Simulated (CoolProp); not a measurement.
Hexamethyldisiloxane (MM) at several states: fugacity coefficient from the reference equation and from simpler models built on Tc = 245.6 °C, pc = 1.931 MPa, ω = 0.418; each cubic takes its own stable root.

The numbers come from the reference Helmholtz-energy equation of state, Thol 2016 in CoolProp.

```
T (°C)  p (MPa)          phase  reference
------  -------  -------------  ---------
311.65     6.09  supercritical     0.4830
172.75     2.72         liquid     0.1996
227.75   0.0102            gas     0.9979
64.05      1.96         liquid    0.01771
```

### Question
How far does each simpler model (van der Waals, Redlich-Kwong, Soave-Redlich-Kwong, Peng-Robinson) lie from the reference over these 4 states: mean and median of the absolute difference, and the worst?

### Answer
- van der Waals: mean 206.0 %, median 40.8 %, worst +742.5 % at 64.05 °C and 1.96 MPa
- Redlich-Kwong: mean 55.7 %, median 19.6 %, worst +183.8 % at 64.05 °C and 1.96 MPa
- Soave-Redlich-Kwong: mean 3.1 %, median 2.7 %, worst +7.0 % at 311.65 °C and 6.09 MPa
- Peng-Robinson: mean 0.3 %, median 0.3 %, worst +0.5 % at 64.05 °C and 1.96 MPa
